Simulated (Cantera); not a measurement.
Input: 1 mol MgO, 0.2 mol SO₂, 1.4 mol H₂O, 0.57 mol H₂S, at 1625 K and 18.0 mbar.

Cantera equilibrium calculation (NASA polynomials, part measured and part estimated; ideal gas, pure solids and liquids). Candidate condensed phases: H₂O, H₂SO₄, Mg, MgO, Mg(OH)₂, MgS, MgSO₄, S; 26 gas species. Rates play no part.

Base state: H₂O 0.567, H₂ 0.219, S₂ 0.101, SO₂ 0.0807, H₂S 0.0193, SO 0.00793, SH 0.00380, S₂O 0.000908 (mole fractions); condensed: MgO(s).

What changes in the equilibrium state with this change: temperature from 1625 K to 1198.15 K?


```
species        before    after
-----------  --------  -------
H₂O             0.567    0.710
S₂              0.101    0.113
H₂S            0.0193   0.0717
H₂              0.219   0.0703
SO₂            0.0807   0.0338
OH            2.69e-5  3.01e-8
H            0.000246  3.77e-7
S            0.000368  1.28e-6
MgO(s), mol     1.000     1.00
```
Gases not in the tables: S₃ to S₇.
